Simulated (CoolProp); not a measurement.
n-butane along the isobar 0.927 MPa: density (kg/m³) from the reference equation and from simpler models built on Tc = 152.0 °C, pc = 3.796 MPa, ω = 0.201; each cubic takes its own stable root.

Model: reference Helmholtz-energy equation of state, Bücker 2006, in CoolProp.

```
T (°C)   phase  reference  van der Waals  Redlich-Kwong  Peng-Robinson
------  ------  ---------  -------------  -------------  -------------
-22.25  liquid      625.0          388.9          572.3          658.9
-2.65   liquid          …          376.4          551.2              …
16.85   liquid      583.3              …          528.2          614.4
36.35   liquid      560.5          347.3          502.5          587.7
55.85   liquid      535.6          23.30          473.3          556.6
94.95      gas      20.79          19.86          20.47          20.90
114.45     gas      19.10          18.55          18.96          19.27
133.95     gas          …          17.43          17.71          17.93
153.45     gas      16.63          16.45          16.64          16.81
172.95     gas      15.68          15.59          15.72          15.84
```

Question: Fill in the missing entries.

Answer: 
- -2.65, reference: 604.6
- -2.65, Peng-Robinson: 637.9
- 16.85, van der Waals: 362.8
- 133.95, reference: 17.75

At some of these states van der Waals gives the other phase, because its saturation line lies elsewhere.
